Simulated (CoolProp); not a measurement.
Decamethyltetrasiloxane (MD2M) along the isotherm 375 K: fugacity coefficient from the reference equation and from simpler models built on Tc = 599.4 K, pc = 11.44 bar, ω = 0.635; each cubic takes its own stable root.

The numbers come from the reference Helmholtz-energy equation of state, Thol 2017 in CoolProp.

| p (bar) | phase | reference |
|---|---|---|
| 0.358 | liquid | 0.1389 |
| 0.715 | liquid | 0.06987 |
| 1.07 | liquid | 0.04691 |
| 1.43 | liquid | 0.03526 |
| 1.79 | liquid | 0.02830 |
| 2.15 | liquid | 0.02367 |
| 2.5 | liquid | 0.02045 |
| 2.86 | liquid | 0.01796 |
| 3.22 | liquid | 0.01603 |
| 3.58 | liquid | 0.01448 |
| 3.93 | liquid | 0.01325 |
| 4.29 | liquid | 0.01220 |
| 4.65 | liquid | 0.01130 |
| 5.01 | liquid | 0.01054 |
| 5.36 | liquid | 0.009897 |
| 5.72 | liquid | 0.009317 |

Question: How far does each simpler model (van der Waals, Redlich-Kwong, Peng-Robinson) lie from the reference over these 16 states: mean and median of the absolute difference, and the worst?

Answer: 
- van der Waals: mean 2031.9 %, median 2202.4 %, worst +2265.6 % at 375 K and 5.72 bar
- Redlich-Kwong: mean 598.3 %, median 598.5 %, worst +603.6 % at 375 K and 5.72 bar
- Peng-Robinson: mean 8.8 %, median 8.8 %, worst +8.8 % at 375 K and 0.358 bar

At some of these states van der Waals, Redlich-Kwong gives the other phase, because its saturation line lies elsewhere.
